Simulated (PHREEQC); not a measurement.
PHREEQC input (ion-association model, wateq4f.dat):

```
SOLUTION_MASTER_SPECIES
  An  An-  0  An  62.0  # stands for a non-complexing anion
SOLUTION_SPECIES
  An- = An-
    -log_k 0
    -gamma 3.0 0
PHASES
  Fix_H+
    H+ = H+
    -log_k 0
SOLUTION 1
  temp 25
  units mmol/kgw
  pH 7 charge
  Cl 0.011
  Sr 0.0055
  F 0.47
  Na 5.47
  An 5
END
SELECTED_OUTPUT 1
  -reset false
  -pH true
  -pe true
  -ionic_strength true
  -water true
  -totals Cl F Na Sr
  -molalities Hfo_wOH Hfo_wOH2+ Hfo_wO- Hfo_sOH Hfo_sOH2+ Hfo_sO- Hfo_wF Hfo_wOHF- Hfo_sOHSr+2 Hfo_wOSr+
    Hfo_wOSrOH
  -saturation_indices SrF2 Halite
USER_PUNCH 1
  -headings sigma psi
  10 PUNCH EDL("sigma", "Hfo"), EDL("psi", "Hfo")
PRINT
  -reset false
USE solution 1
SURFACE 1
  Hfo_wOH 0.0021573 600 0.96
  Hfo_sOH 5.39326e-05
EQUILIBRIUM_PHASES 1
  Fix_H+ -3 HAn 10
    -force_equality true
  O2(g) -0.68 10
END
# ... the last block is repeated for the other 12 points of pH, with NaOH or the acid as the point needs
```

Selected output (columns that matter, 13 of 13 rows; pH added in front):

```
pH	mu	F	Na	Sr	m_Hfo_wOH	m_Hfo_wOH2+	m_Hfo_wO-	m_Hfo_sOH	m_Hfo_sOH2+	m_Hfo_sO-	m_Hfo_wF	si_Halite	sigma	psi
3	0.0073102	1.0524e-05	0.00547	5.5e-06	0.00018929	0.001508	5.4435e-07	6.0131e-06	4.7902e-05	1.7292e-08	0.0003847	-8.8809	0.24803	0.20046
3.67	0.0062647	8.3345e-06	0.00547	5.5e-06	0.00046158	0.0012301	3.9679e-06	1.4681e-05	3.9125e-05	1.262e-07	0.000292	-8.8756	0.18351	0.18896
4.33	0.0058946	1.3827e-05	0.00547	5.5e-06	0.00073926	0.00094867	1.3197e-05	2.3437e-05	3.0077e-05	4.184e-07	0.00020672	-8.8736	0.11989	0.16869
5	0.0057092	3.2633e-05	0.00547	5.4998e-06	0.00096456	0.00072601	2.9357e-05	3.0246e-05	2.2766e-05	9.2055e-07	0.00014306	-8.8726	0.071063	0.14277
5.67	0.0056074	8.3023e-05	0.00547	5.4979e-06	0.0011487	0.0005685	5.3167e-05	3.4992e-05	1.7319e-05	1.6197e-06	9.3727e-05	-8.8721	0.039835	0.1139
6.33	0.0055518	0.00018058	0.00547	5.4783e-06	0.0013293	0.00044826	9.0308e-05	3.8367e-05	1.2938e-05	2.6065e-06	5.1754e-05	-8.8718	0.02189	0.084717
7	0.0055182	0.00030747	0.00547	5.2699e-06	0.0014984	0.00034902	0.00014736	4.034e-05	9.3966e-06	3.9674e-06	2.1251e-05	-8.8716	0.011101	0.054587
7.67	0.0054912	0.00040698	0.00547	3.5679e-06	0.0016033	0.00028245	0.0002085	3.9827e-05	7.0161e-06	5.1792e-06	6.4369e-06	-8.8715	0.003861	0.022129
8.33	0.005471	0.00045182	0.0054768	6.2851e-07	0.001642	0.00024559	0.00025149	3.7714e-05	5.6409e-06	5.7764e-06	1.6013e-06	-8.8708	-0.0021684	-0.012709
9	0.0055152	0.00046553	0.0055454	4.1003e-08	0.0016494	0.00021998	0.00028333	3.7209e-05	4.9624e-06	6.3916e-06	3.5424e-07	-8.8657	-0.0097274	-0.049398
9.67	0.0055956	0.0004689	0.0056631	2.5665e-09	0.0016404	0.00018826	0.00032744	3.693e-05	4.2383e-06	7.3716e-06	7.5819e-08	-8.857	-0.022187	-0.085174
10.33	0.0058429	0.0004697	0.0059755	2.0711e-10	0.001603	0.00014343	0.00041042	3.6095e-05	3.2297e-06	9.2414e-06	1.6209e-08	-8.8351	-0.04396	-0.11782
11	0.0068219	0.00046991	0.0070727	2.4349e-11	0.0014861	8.6582e-05	0.00058433	3.3508e-05	1.9522e-06	1.3175e-05	3.1931e-09	-8.767	-0.08347	-0.14643
```

The oxide is taken as insoluble; below pH 4 it would dissolve.
